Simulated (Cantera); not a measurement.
**Gas-phase reforming**

A perfectly stirred reactor is fed with 34.5 % CH₄, 65.5 % H₂O, at 9.60 bar; it is held at 1373 K, and followed from long to short residence time.

Computed with Cantera and GRI-Mech 3.0 (53 species, 325 reactions).

```json
[
 {"τ (s)": "4.0", "x CH₄": "0.239", "x H₂O": "0.589", "x CO": "0.00530", "x C₂H₄": "0.0196", "x CH₂CO": "8.25e-6", "x C₂H₆": "0.000629", "x CH₃": "1.28e-5"},
 {"τ (s)": "1.5", "x CH₄": "0.254", "x H₂O": "0.611", "x CO": "0.00258", "x C₂H₄": "0.0171", "x CH₂CO": "9.50e-6", "x C₂H₆": "0.000517", "x CH₃": "1.25e-5"},
 {"τ (s)": "0.54", "x CH₄": "0.289", "x H₂O": "0.631", "x CO": "0.000920", "x C₂H₄": "0.00909", "x CH₂CO": "7.42e-6", "x C₂H₆": "0.000419", "x CH₃": "1.25e-5"},
 {"τ (s)": "0.20", "x CH₄": "0.319", "x H₂O": "0.645", "x CO": "0.000252", "x C₂H₄": "0.00403", "x CH₂CO": "3.89e-6", "x C₂H₆": "0.000490", "x CH₃": "1.37e-5"},
 {"τ (s)": "0.072", "x CH₄": "0.335", "x H₂O": "0.652", "x CO": "5.50e-5", "x C₂H₄": "0.00202", "x CH₂CO": "1.05e-6", "x C₂H₆": "0.000556", "x CH₃": "1.45e-5"},
 {"τ (s)": "0.027", "x CH₄": "0.341", "x H₂O": "0.654", "x CO": "1.22e-5", "x C₂H₄": "0.000848", "x CH₂CO": "1.29e-7", "x C₂H₆": "0.000502", "x CH₃": "1.42e-5"},
 {"τ (s)": "0.0098", "x CH₄": "0.344", "x H₂O": "0.655", "x CO": "1.93e-6", "x C₂H₄": "0.000220", "x CH₂CO": "6.67e-9", "x C₂H₆": "0.000334", "x CH₃": "1.28e-5"},
 {"τ (s)": "0.0036", "x CH₄": "0.344", "x H₂O": "0.655", "x CO": "1.94e-7", "x C₂H₄": "4.04e-5", "x CH₂CO": "2.01e-10", "x C₂H₆": "0.000164", "x CH₃": "1.10e-5"}
]
```
x: mole fraction; the columns are a selection and need not sum to one.
